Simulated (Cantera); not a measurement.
Mixture: H2 : O2 : N2 = 1 : 0.862 : 3.24 (molar parts), at 12000 Torr, adiabatic and at constant pressure. Ignition delay is the time to a rise of 400 K.

Computed with Cantera and GRI-Mech 3.0 (53 species, 325 reactions). The hydrogen kinetics of GRI-Mech 3.0 are dated; newer H2 mechanisms differ, most at raised pressure. The pressure lies above the range GRI-Mech 3.0 was tuned for (to about 10 atm). Where the delays flatten at high temperature, the 400 K rule measures the pace of heat release, not the induction time.

Task: What does this change do: H2 1 to 1.7 parts?

Result: 
```
quantity           before     after
---------------  --------  --------
delay at 1048 K   3.18 ms   2.46 ms
delay at 1248 K   41.5 µs   36.0 µs
delay at 1448 K   1.42 µs   1.34 µs
delay at 1648 K  0.637 µs  0.585 µs
delay at 1848 K  0.415 µs  0.367 µs
```

Task: What does this change do: O2 0.862 to 0.43 parts?

Result: 
```csv
quantity,before,after
delay at 1048 K,3.18 ms,3.20 ms
delay at 1248 K,41.5 µs,44.7 µs
delay at 1448 K,1.42 µs,2.11 µs
delay at 1648 K,0.637 µs,0.968 µs
delay at 1848 K,0.415 µs,0.646 µs
```
